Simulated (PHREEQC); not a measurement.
A solution holds 23 mmol/kgw NH3 and 0.79 mmol/kgw K2SiO3, at 15 °C. Closed to the air; pH follows from the charge balance.

Model: ion-association model, phreeqc.dat, run in PHREEQC.

```tsv
quantity	before	after
pH	11.39	11.11
ionic strength (mol/kgw)	0.00194	0.00313
NH4+ (mol/kgw)	0.000354	0.000671
```

### Question
Which change was made?
A. K2SiO3 replaced by K2HPO4 at the same molality
B. NH3 replaced by NH4Cl at the same molality
C. diluted 2-fold with water
D. K2SiO3 left out

### Answer
A, K2SiO3 replaced by K2HPO4 at the same molality

Precipitation was switched off in this run.
